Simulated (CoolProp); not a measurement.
Model: reference Helmholtz-energy equation of state, Akasaka 2023, in CoolProp.

Task: For R1224YDZ, give the phase and the Z, cp (kJ/(kg K)), isothermal compressibility (1/MPa), expansivity (1/kK) at 440 K and 0.58 MPa; 459.9 K and 0.58 MPa; 473.1 K and 0.58 MPa.

Result: 
- 440 K and 0.58 MPa: gas; Z 0.943, cp 1.00, isothermal compressibility 1.83, expansivity 2.78
- 459.9 K and 0.58 MPa: gas; Z 0.952, cp 1.02, isothermal compressibility 1.81, expansivity 2.58
- 473.1 K and 0.58 MPa: gas; Z 0.956, cp 1.03, isothermal compressibility 1.80, expansivity 2.47
